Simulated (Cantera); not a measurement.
Thermodynamics of carbothermic reduction, feed Fe2O3 + CO + N2

A closed system holds: 1 mol Fe2O3, 18 mol CO, 13 mol N2.

Cantera equilibrium calculation (NASA polynomials, part measured and part estimated; ideal gas, pure solids and liquids). Candidate condensed phases: C, Fe, Fe(CO)5, FeO, Fe2O3, Fe3O4; 27 gas species. Each liquid is taken as pure. Mutual solubility and eutectic melting of coexisting phases are not modelled. The tables' stoichiometric FeO is somewhat more stable than real wüstite, so its field is too wide. FeO: taken at fixed stoichiometry. Rates play no part.

Stable condensed phases:

```
T in K \ P in Pa
              10      42     180     750    3200   13000   56000  240000 1000000
   1975        A       A       A       B       C       C       C       C       C
   1925        A       A       B       C       C       C       C       C       C
   1875        A       A       B       C       C       C       C       C       C
   1825        A       B       C       C       C       C       C       C       C
   1775        A       B       C       C       C       C       C       C       C
   1725        A       C       C       C       C       C       C       C       C
   1675        B       C       C       C       C       C       C       C       C
   1625        C       C       C       C       C       C       C       C       C
   1575        C       C       C       C       C       C       C       C       C
   1525        C       C       C       C       C       C       C       C       C
   1475        C       C       C       C       C       C       C       C       C
   1425        C       C       C       C       C       C       C       C       C
   1375        C       C       C       C       C       C       C       C       C
```

A: gas only; B: FeO; C: Fe + FeO.
